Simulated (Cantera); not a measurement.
A closed system holds: 1 mol Si, 0.012 mol CO2, 21 mol H2, equilibrated at 2248 K and 750 Torr.

Equilibrium computed with Cantera from the NASA thermochemical tables; the gas is ideal and each condensed phase is pure. Candidate condensed phases: C, C6H6, C7H8, C8H18, H2O, Si, SiC, SiO2; 123 gas species. Gases not in the tables: Si2H6 and higher silanes. Kinetics and transport are ignored.

Base state: H2 0.990, H 0.00731, SiO 0.000670, Si 0.000581, CO 0.000466, SiH2 0.000368, SiH 0.000234, Si2C 2.81e-5 (mole fractions); condensed: Si(l).

Problem. What changes in the equilibrium state with this change: temperature from 2248 K to 1125 K?

Solution. 
```
species                before    after
-------------------  --------  -------
H2                      0.990    1.000
CH4                   2.03e-5  2.99e-5
SiO                  0.000670  5.34e-8
H                     0.00731  4.44e-8
Si                   0.000581    <1e-9
CO                   0.000466    <1e-9
SiH                  0.000234    <1e-9
SiH2                 0.000368  2.37e-9
Si(l), mol              0.959        0
Si(s), mol                  0    0.977
SiC(s), mol                 0   0.0114
SiO2(β-quartz), mol         0   0.0120
```
Mutual solubility and eutectic melting of coexisting phases are not modelled.

Problem. What changes in the equilibrium state with this change: CO2 from 0.012 to 0.11 mol?

Solution. 
```json
[
 {"species": "H2", "before": "0.990", "after": "0.981"},
 {"species": "H", "before": "0.00731", "after": "0.00728"},
 {"species": "SiO", "before": "0.000670", "after": "0.00532"},
 {"species": "CO", "before": "0.000466", "after": "0.00500"},
 {"species": "C2H2 (acetylene)", "before": "2.49e-5", "after": "4.50e-5"},
 {"species": "Si2C", "before": "2.81e-5", "after": "3.80e-5"},
 {"species": "CH4", "before": "2.03e-5", "after": "2.69e-5"},
 {"species": "Si(l), mol", "before": "0.959", "after": "0.859"}
]
```
